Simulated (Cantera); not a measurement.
Feed: 1 mol PbO, 23 mol N2.

Cantera equilibrium calculation (NASA polynomials, part measured and part estimated; ideal gas, pure solids and liquids). Candidate condensed phases: Pb, PbO, PbO2, Pb3O4; 12 gas species. Equilibrium is a limit: real reactors are often held back by kinetics, nucleation or transport.

What condenses at these points (T in K, P in Pa): (1275, 270); (1500, 10); (600, 1400); (975, 1400); (1275, 270)?


```json
[
 {"T (K)": "1275", "P in Pa": "270", "condensed phases": "gas only", "Pb condensed (%)": "0.0"},
 {"T (K)": "1500", "P in Pa": "10", "condensed phases": "gas only", "Pb condensed (%)": "0.0"},
 {"T (K)": "600", "P in Pa": "1400", "condensed phases": "PbO", "Pb condensed (%)": "100.0"},
 {"T (K)": "975", "P in Pa": "1400", "condensed phases": "PbO", "Pb condensed (%)": "100.0"},
 {"T (K)": "1275", "P in Pa": "270", "condensed phases": "gas only", "Pb condensed (%)": "0.0"}
]
```
